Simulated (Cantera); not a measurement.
Feed: 1 mol TiO2, 0.65 mol CH4, 0.21 mol H2, at 3.15 Torr.

Method: chemical equilibrium by Gibbs-energy minimisation in Cantera with the NASA 1993 tables (ideal gas, pure condensed phases). Candidate condensed phases: C, C6H6, C7H8, C8H18, H2O, Ti, TiC, TiO, TiO2, Ti2O3, Ti3O5, Ti4O7; 113 gas species. Mutual solubility and eutectic melting of coexisting phases are not modelled. TiC, TiO: taken at fixed stoichiometry. Condensed phases not in the tables: solid solutions among these carbides, nitrides and lower oxides. Equilibrium is a limit: real reactors are often held back by kinetics, nucleation or transport.

log p: log10 of the partial pressure in bar; n: condensed amount in mol.

| T (K) | log p H2 | log p CO | log p H | log p TiO | n TiC(s) | n Ti2O3(s) | n TiO(s) | n TiO(l) |
|---|---|---|---|---|---|---|---|---|
| 1525 | -2.52 | -2.93 | -5.89 | [?] | 0.0600 | 0.470 | 0 | 0 |
| 1575 | -2.52 | -2.93 | -5.64 | [?] | 0.0600 | 0.470 | 0 | 0 |
| 1625 | -2.52 | -2.93 | -5.41 | [?] | 0.0600 | 0.470 | 0 | 0 |
| 1675 | -2.52 | -2.93 | -5.20 | [?] | 0.0600 | 0.470 | 0 | 0 |
| 1725 | -2.52 | -2.93 | -4.99 | [?] | 0.0600 | 0.470 | 0 | 0 |
| 1775 | -2.53 | -2.90 | -4.81 | [?] | 0 | 0.350 | 0.300 | 0 |
| 1825 | -2.54 | -2.90 | -4.62 | [?] | 0 | 0.350 | 0.300 | 0 |
| 1875 | -2.54 | -2.90 | -4.45 | [?] | 0 | 0.350 | 0.300 | 0 |
| 1925 | -2.54 | -2.90 | -4.29 | [?] | 0 | 0.350 | 0.301 | 0 |
| 1975 | -2.54 | -2.90 | -4.13 | [?] | 0 | 0.350 | 0.301 | 0 |
| 2025 | -2.55 | -2.90 | -3.99 | [?] | 0 | 0.349 | 0 | 0.300 |
| 2075 | -2.55 | -2.91 | -3.85 | [?] | 0 | 0.349 | 0 | 0.300 |

Q: Fill in the missing entries.

A: 
- 1525, log p TiO: -11.08
- 1575, log p TiO: -10.37
- 1625, log p TiO: -9.71
- 1675, log p TiO: -9.09
- 1725, log p TiO: -8.51
- 1775, log p TiO: -7.99
- 1825, log p TiO: -7.54
- 1875, log p TiO: -7.12
- 1925, log p TiO: -6.71
- 1975, log p TiO: -6.33
- 2025, log p TiO: -5.97
- 2075, log p TiO: -5.66
